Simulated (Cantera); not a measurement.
Cantera run, input and output.

```python
import numpy as np
import cantera as ct

gas = ct.Solution("gri30.yaml")
gas.TPX = 348, 1000000, {'CO': 1, 'H2': 0.13, 'CH4': 0.12, 'O2': 0.671, 'N2': 2.52}
inlet = ct.Reservoir(gas, clone=True)
gas.equilibrate("HP")  # start burning
reactor = ct.IdealGasConstPressureReactor(gas, energy="on", clone=False)
exhaust = ct.Reservoir(gas, clone=True)
tau = [0.081, 0.035, 0.015, 0.0067, 0.0029, 0.0013, 0.00056, 0.00024, 0.00011, 4.6e-05, 2e-05, 8.9e-06][0]
for a, b in ((inlet, reactor), (reactor, exhaust)):
    ct.MassFlowController(a, b, mdot=lambda t: reactor.mass / tau)
net = ct.ReactorNet([reactor])
show = ['CO', 'H2', 'CH4', 'NO2', 'CH3']

rows = []
print(f"{'tau/s':>10s}{'T/K':>9s}" + "".join(f"{s:>11s}" for s in show))
for tau in [0.081, 0.035, 0.015, 0.0067, 0.0029, 0.0013, 0.00056, 0.00024, 0.00011, 4.6e-05, 2e-05, 8.9e-06]:
    net.initial_time = 0.0
    net.advance(30 * tau)
    before = gas.X
    net.advance(40 * tau)
    drift = np.max(np.abs(gas.X - before) / (gas.X + 1e-9))
    rows.append([gas.T, *gas[show].X, drift])
    print(f"{tau:10.3e}{gas.T:9.1f}" + "".join(f"{x:11.3e}" for x in gas[show].X))
```

Result:

```
     tau/s      T/K         CO         H2        CH4        NO2        CH3
 8.100e-02   2431.0  6.553e-02  4.441e-03  3.302e-07  1.930e-07  2.055e-07
 3.500e-02   2428.8  6.576e-02  4.459e-03  7.076e-07  2.026e-07  4.410e-07
 1.500e-02   2424.3  6.623e-02  4.497e-03  1.438e-06  2.201e-07  8.952e-07
 6.700e-03   2416.1  6.709e-02  4.566e-03  2.641e-06  2.442e-07  1.631e-06
 2.900e-03   2401.5  6.866e-02  4.696e-03  4.703e-06  2.708e-07  2.832e-06
 1.300e-03   2378.7  7.111e-02  4.905e-03  7.950e-06  2.855e-07  4.568e-06
 5.600e-04   2342.4  7.503e-02  5.245e-03  1.374e-05  2.763e-07  7.306e-06
 2.400e-04   2289.5  8.064e-02  5.739e-03  2.425e-05  2.399e-07  1.156e-05
 1.100e-04   2223.9  8.744e-02  6.328e-03  4.232e-05  1.947e-07  1.769e-05
 4.600e-05   2128.2  9.725e-02  7.078e-03  8.441e-05  1.472e-07  2.907e-05
 2.000e-05   2006.3  1.104e-01  7.721e-03  1.865e-04  1.074e-07  4.931e-05
 8.900e-06   1788.8  1.396e-01  7.973e-03  6.921e-04  5.224e-08  1.063e-04
```

Cantera simulation using GRI-Mech 3.0 (53 species, 325 reactions); the numbers are that mechanism's predictions, not measurements.
